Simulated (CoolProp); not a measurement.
Vapour-liquid equilibrium of n-hexane (1) + toluene (2) at 57.2 kPa; x and y are mole fractions of (1).

The numbers come from the multi-fluid Helmholtz-energy mixture model, Thol 2019 and Lemmon 2006; pair parameters Bell 2016 in CoolProp.

### Question
Give the bubble temperature and the first vapour's composition at x = 0.05, 0.125, 0.725. Is there an azeotrope?

### Answer
x = 0.05: 359.1 K, y = 0.205; x = 0.125: 352.6 K, y = 0.406; x = 0.725: 330.2 K, y = 0.897. No azeotrope shows between x = 0.05 and 0.95.

Pair parameters are fitted to limited data, so mixtures are less certain than the pure fluids.
